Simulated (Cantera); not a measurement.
A perfectly stirred reactor is fed with CH4 : C2H6 : C3H8 : O2 : N2 = 1 : 0.26 : 0.17 : 5.7 : 45.6 (molar parts), at 750 Torr; it is adiabatic with a 775 K inlet, and is followed from long to short residence time, starting on the burning branch (τ in s: 0.2, 0.084, 0.036, 0.016, 0.0067, 0.0029, 0.0012, 0.00053, 0.00023, 9.8e-05, 4.2e-05, 1.8e-05, 7.8e-06).

Cantera simulation using GRI-Mech 3.0 (53 species, 325 reactions); the numbers are that mechanism's predictions, not measurements. GRI-Mech 3.0 was tuned for natural gas; its chemistry of propane as a main component is partial and can be far from experiment.

**Question.** Predict: blow-out, bracketed by the residence times tried; x(CH4) at τ = 0.200 s; x(C2H6) at τ = 0.200 s; x(C3H8) at τ = 0.200 s; x(N2O) at τ = 0.200 s; x(HO2) at τ = 0.200 s; x(CH4) at τ = 1.20 ms; x(C2H6) at τ = 1.20 ms; x(C3H8) at τ = 1.20 ms; x(N2O) at τ = 1.20 ms; x(HO2) at τ = 1.20 ms.

**Answer.** 
| Quantity | Value |
|---|---|
| blow-out, bracketed by the residence times tried | burning at 0.530 ms, out at 0.230 ms |
| x(CH4) at τ = 0.200 s | 4.99e-6 |
| x(C2H6) at τ = 0.200 s | 3.35e-7 |
| x(C3H8) at τ = 0.200 s | 2.25e-7 |
| x(N2O) at τ = 0.200 s | 6.27e-7 |
| x(HO2) at τ = 0.200 s | 1.29e-6 |
| x(CH4) at τ = 1.20 ms | 0.000174 |
| x(C2H6) at τ = 1.20 ms | 1.06e-5 |
| x(C3H8) at τ = 1.20 ms | 6.40e-6 |
| x(N2O) at τ = 1.20 ms | 2.70e-7 |
| x(HO2) at τ = 1.20 ms | 1.57e-5 |
